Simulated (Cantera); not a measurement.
Charge: 1 mol BF3, 0.076 mol H2O, 40 mol N2, held at 2075 K and 1000 Pa.

These are equilibrium values from Cantera (NASA tables, ideal gas, pure condensed phases), not measurements of a reactor. Candidate condensed phases: B, BN, B2O3, B3O3H3, H2O; 62 gas species. The tables' values for BF2 are old estimates; treat these amounts as uncertain. Equilibrium is a limit: real reactors are often held back by kinetics, nucleation or transport.

Base state: N2 0.972, BF3 0.0222, HF 0.00369, BOF 0.00184, F 0.000255, BF2 0.000250 (mole fractions); condensed: gas only.

### Question
What changes in the equilibrium state with this change: H2O from 0.076 to 0.48 mol?

### Answer
```
species    before     after
-------  --------  --------
N2          0.972     0.953
HF        0.00369    0.0228
BF3        0.0222    0.0122
BOF       0.00184    0.0114
H         5.66e-6   4.49e-5
BF2      0.000250  0.000177
```

### Question
What changes in the equilibrium state with this change: BF3 replaced by B2H6?

### Answer
```json
[
 {"species": "N2", "before": "0.972", "after": "0.922"},
 {"species": "H2", "before": "4.51e-8", "after": "0.0688"},
 {"species": "H", "before": "5.66e-6", "after": "0.00699"},
 {"species": "BF3", "before": "0.0222", "after": "0"},
 {"species": "BO", "before": "1.13e-7", "after": "0.00101"},
 {"species": "HF", "before": "0.00369", "after": "0"},
 {"species": "BOF", "before": "0.00184", "after": "0"},
 {"species": "HBO", "before": "<1e-9", "after": "0.000738"},
 {"species": "BN(s), mol", "before": "0", "after": "1.92"}
]
```
The feed counts by its element totals alone.
